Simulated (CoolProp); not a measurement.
Properties of C2F6 (R116) along the isotherm 22.45 °C (Tc = 19.9 °C, pc = 3048 kPa, ω = 0.257).

Computed with CoolProp (reference Helmholtz-energy equation of state, Lemmon 2006). It is a short technical equation, of lower accuracy than the large ones.

```json
[
 {"p (kPa)": "508", "phase": "gas", "expansivity (1/kK)": "4.112", "viscosity (µPa s)": "14.0"},
 {"p (kPa)": "1020", "phase": "gas", "expansivity (1/kK)": "5.170", "viscosity (µPa s)": "14.1"},
 {"p (kPa)": "1520", "phase": "gas", "expansivity (1/kK)": "6.780", "viscosity (µPa s)": "14.5"},
 {"p (kPa)": "2030", "phase": "gas", "expansivity (1/kK)": "9.700", "viscosity (µPa s)": "15.2"},
 {"p (kPa)": "2540", "phase": "gas", "expansivity (1/kK)": "16.52", "viscosity (µPa s)": "16.8"},
 {"p (kPa)": "3050", "phase": "supercritical", "expansivity (1/kK)": "56.65", "viscosity (µPa s)": "21.5"},
 {"p (kPa)": "3560", "phase": "supercritical", "expansivity (1/kK)": "39.15", "viscosity (µPa s)": "59.4"},
 {"p (kPa)": "4060", "phase": "supercritical", "expansivity (1/kK)": "19.18", "viscosity (µPa s)": "71.0"},
 {"p (kPa)": "4570", "phase": "supercritical", "expansivity (1/kK)": "13.80", "viscosity (µPa s)": "78.6"}
]
```

Viscosity comes from a separate model (Huber 2003), an estimate that may be off by 10 % or more.
